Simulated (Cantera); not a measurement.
A closed system holds: 1 mol TiO2, 2.6 mol HCl, 0.27 mol H2, held at 1648.15 K and 10.0 mbar.

These are equilibrium values from Cantera (NASA tables, ideal gas, pure condensed phases), not measurements of a reactor. Mutual solubility and eutectic melting of coexisting phases are not modelled. Condensed phases not in the tables: Magnéli phases beyond Ti4O7. The numbers say what is thermodynamically allowed, not how fast it happens.

| species | before | after |
|---|---|---|
| HCl | 0.899 | 0.898 |
| H2 | 0.0931 | 0.0939 |
| H2O | 0.00405 | 0.00483 |
| Cl | 0.00206 | 0.001000 |
| TiCl3 | 0.000950 | 0.00136 |
| TiCl4 | 0.000355 | 0.00104 |
| H | 0.000272 | 0.000133 |
| TiOCl2 | 2.26e-5 | 1.88e-5 |
| TiO2(rutile), mol | 0.980 | 0.993 |
| Ti4O7(s), mol | 0.00401 | 0 |
Gas species are given as mole fractions.

### Question
Which change was made?
A. H2 from 0.27 to 3.5 mol
B. temperature from 1648.15 K to 1348 K
C. pressure from 10.0 mbar to 42.0 mbar
D. temperature from 1648.15 K to 1700 K

### Answer
C, pressure from 10.0 mbar to 42.0 mbar
